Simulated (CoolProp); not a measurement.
Values from CoolProp's reference Helmholtz-energy equation of state, Colonna 2008. It is a short technical equation, of lower accuracy than the large ones.

Question: Give the vapour pressure (MPa), vapour density (kg/m³), liquid cp (kJ/(kg K)), surface tension (mN/m) of saturated dodecamethylcyclohexasiloxane (D6) at 190.05 °C.

Answer: 
```json
[
 {"T (°C)": "190.05", "p (MPa)": "0.0248", "vapour density (kg/m³)": "2.96", "liquid cp (kJ/(kg K))": "1.91", "surface tension (mN/m)": "6.82"}
]
```

Surface tension comes from a separate correlation (Mulero 2014).
